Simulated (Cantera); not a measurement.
An adiabatic, constant-pressure homogeneous reactor starts with CH4 : O2 : N2 = 1 : 2.44 : 9.17 (molar parts), at 1450 K and 3750 Torr. Integrator tolerance rtol = 1e-08.

Detailed kinetics in Cantera: GRI-Mech 3.0 (53 species, 325 reactions).

### Question
What does this change do: 0.56 parts H2 added?

### Answer
| quantity | before | after |
|---|---|---|
| time of steepest temperature rise | 0.512 ms | 84.9 µs |
| temperature at 0.300 s | 2738 K | 2819 K |
| equilibrium temperature | 2738 K | 2819 K |
| x(CH4) at 0.300 s | <1e-12 (gas-phase equilibrium <1e-12) | <1e-12 (gas-phase equilibrium <1e-12) |
| x(O2) at 0.300 s | 0.0344 (gas-phase equilibrium 0.0344) | 0.0205 (gas-phase equilibrium 0.0205) |
| x(NO) at 0.300 s | 0.0130 (gas-phase equilibrium 0.0130) | 0.0110 (gas-phase equilibrium 0.0110) |
| x(H) at 0.300 s | 0.00226 (gas-phase equilibrium 0.00226) | 0.00439 (gas-phase equilibrium 0.00439) |
| x(CO2) at 0.300 s | 0.0607 (gas-phase equilibrium 0.0607) | 0.0498 (gas-phase equilibrium 0.0498) |
| x(C2H6) at 0.300 s | <1e-12 (gas-phase equilibrium <1e-12) | <1e-12 (gas-phase equilibrium <1e-12) |

### Question
What does this change do: pressure from 3750 Torr to 750 Torr?

### Answer
```csv
quantity,before,after
time of steepest temperature rise,0.512 ms,1.82 ms
temperature at 0.300 s,2738 K,2649 K
equilibrium temperature,2738 K,2649 K
x(CH4) at 0.300 s,<1e-12 (gas-phase equilibrium <1e-12),<1e-12 (gas-phase equilibrium <1e-12)
x(O2) at 0.300 s,0.0344 (gas-phase equilibrium 0.0344),0.0374 (gas-phase equilibrium 0.0374)
x(NO) at 0.300 s,0.0130 (gas-phase equilibrium 0.0130),0.0118 (gas-phase equilibrium 0.0118)
x(H) at 0.300 s,0.00226 (gas-phase equilibrium 0.00226),0.00427 (gas-phase equilibrium 0.00427)
x(CO2) at 0.300 s,0.0607 (gas-phase equilibrium 0.0607),0.0551 (gas-phase equilibrium 0.0551)
x(C2H6) at 0.300 s,<1e-12 (gas-phase equilibrium <1e-12),<1e-12 (gas-phase equilibrium <1e-12)
```
